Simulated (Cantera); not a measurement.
An adiabatic, constant-pressure homogeneous reactor starts with 6.68 % CH4, 3.07 % H2, 8.75 % O2, 81.5 % N2, equivalence ratio 1.7, at 1100 K and 100000 Pa.

Cantera simulation using GRI-Mech 3.0 (53 species, 325 reactions); the numbers are that mechanism's predictions, not measurements.

x: mole fraction; the columns are a selection and need not sum to one.

```csv
t (s),T (K),x CH4,x H2,x O2,x NO,x C2H6,x H2O2,x H2O
6.00e-6,1100,0.0668,0.0307,0.0875,<1e-12,<1e-12,<1e-12,3.18e-11
1.63e-5,1100,0.0668,0.0307,0.0875,<1e-12,<1e-12,1.83e-12,1.71e-10
4.45e-5,1100,0.0668,0.0307,0.0875,<1e-12,<1e-12,1.37e-11,7.31e-10
0.000121,1100,0.0668,0.0307,0.0875,<1e-12,<1e-12,1.02e-10,3.58e-9
0.000330,1100,0.0668,0.0307,0.0875,<1e-12,9.07e-12,7.77e-10,2.53e-8
0.000899,1100,0.0668,0.0307,0.0875,<1e-12,1.14e-9,7.51e-9,3.69e-7
0.00245,1100,0.0668,0.0307,0.0875,<1e-12,8.17e-6,3.54e-7,5.15e-5
0.00667,1105,0.0660,0.0304,0.0870,<1e-12,0.000233,1.89e-6,0.000863
0.0182,1142,0.0611,0.0304,0.0827,2.04e-12,0.000930,1.48e-5,0.00654
0.0495,1874,0.000649,0.0644,1.91e-8,?,5.29e-8,1.57e-11,0.0908
0.135,1869,0.000171,0.0680,1.59e-8,?,3.27e-9,1.27e-11,0.0886
0.367,1868,9.60e-7,0.0688,1.62e-8,?,<1e-12,1.30e-11,0.0882
1.00,1868,2.17e-11,0.0688,1.64e-8,?,<1e-12,1.32e-11,0.0882
```

Question: Fill in the missing entries.

Answer: 
- 0.0495, x NO: 4.73e-6
- 0.135, x NO: 1.18e-5
- 0.367, x NO: 1.77e-5
- 1.00, x NO: 1.22e-5
